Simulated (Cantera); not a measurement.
Charge: 1 mol SiH4, 1.5 mol NH3, 69 mol H2, held at 13.0 Pa.

These are equilibrium values from Cantera (NASA tables, ideal gas, pure condensed phases), not measurements of a reactor. Candidate condensed phases: Si, Si3N4; 18 gas species. Gases not in the tables: Si2H6 and higher silanes. Kinetics and transport are ignored.

### Question
At 1773 K, list the 4 most abundant gas species with their mole fractions, and the condensed phases.

### Answer
H2 0.953, H 0.0244, Si 0.0128, N2 0.00987. Condensed: gas only.
